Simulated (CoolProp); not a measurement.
Values from CoolProp's reference Helmholtz-energy equation of state, Setzmann 1991.

**Question.** Give the vapour pressure (kPa), liquid density (kg/m³), liquid cp (kJ/(kg K)), vapour Z of saturated methane at -117.75, -100.35 °C.

**Answer.** 
| T (°C) | p (kPa) | liquid density (kg/m³) | liquid cp (kJ/(kg K)) | vapour Z |
|---|---|---|---|---|
| -117.75 | 1320 | 347 | 4.23 | 0.787 |
| -100.35 | 2570 | 302 | 5.54 | 0.652 |
